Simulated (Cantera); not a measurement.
Feed: 1 mol Al, 8.5 mol O₂, 2.3 mol N₂, equilibrated at 1225 K and 0.133 bar.

Cantera equilibrium calculation (NASA polynomials, part measured and part estimated; ideal gas, pure solids and liquids). Candidate condensed phases: Al, AlN, Al₂O₃; 16 gas species. Kinetics and transport are ignored.

What is the equilibrium state?


```json
{
  "x(O₂)": "0.771",
  "x(N₂)": "0.229",
  "x(NO)": "0.000243",
  "x(NO₂)": "2.57e-6",
  "n(Al₂O₃(s))": "0.500 mol",
  "gas_amount": "10.05 mol",
  "log10 activity of Al(l) (absent)": "-26.69"
}
```
